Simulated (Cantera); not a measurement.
A perfectly stirred reactor is fed with C2H4 : H2 = 1 : 1.2 (molar parts), at 0.0267 bar; it is held at 1398 K, and followed from long to short residence time.

Model: GRI-Mech 3.0 (53 species, 325 reactions), integrated in Cantera. GRI-Mech 3.0 was tuned for natural gas; its chemistry of ethylene as a main component is partial and can be far from experiment. GRI-Mech 3.0 stops at C3 and has no aromatics, soot or wall deposition, so with more carbon than oxygen in the feed, carbon stays in small species such as C2H2 where larger ones or solid carbon would form. Radical loss at walls, strong at low pressure, is not modelled.

**Question.** What does this change do: temperature 1398 to 1498 K?

**Answer.** 
| quantity | before | after |
|---|---|---|
| x(C2H4) at τ = 0.930 s | 0.163 | 0.0538 |
| x(H2) at τ = 0.930 s | 0.636 | 0.670 |
| x(H) at τ = 0.930 s | 1.01e-5 | 2.19e-5 |
| x(CH2) at τ = 0.930 s | 1.21e-10 | 2.63e-10 |
| x(CH4) at τ = 0.930 s | 0.000985 | 0.000549 |
| x(C2H4) at τ = 11.0 ms | 0.452 | 0.439 |
| x(H2) at τ = 11.0 ms | 0.546 | 0.550 |
| x(H) at τ = 11.0 ms | 3.71e-7 | 3.01e-6 |
| x(CH2) at τ = 11.0 ms | 1.37e-11 | 3.43e-10 |
| x(CH4) at τ = 11.0 ms | 2.75e-7 | 3.87e-6 |

**Question.** What does this change do: pressure from 0.0267 bar to 0.0490 bar?

**Answer.** 
```tsv
quantity	before	after
x(C2H4) at τ = 0.930 s	0.163	0.0960
x(H2) at τ = 0.930 s	0.636	0.655
x(H) at τ = 0.930 s	1.01e-5	1.41e-5
x(CH2) at τ = 0.930 s	1.21e-10	1.09e-10
x(CH4) at τ = 0.930 s	0.000985	0.00244
x(C2H4) at τ = 11.0 ms	0.452	0.450
x(H2) at τ = 11.0 ms	0.546	0.547
x(H) at τ = 11.0 ms	3.71e-7	1.44e-6
x(CH2) at τ = 11.0 ms	1.37e-11	5.34e-11
x(CH4) at τ = 11.0 ms	2.75e-7	4.75e-6
```
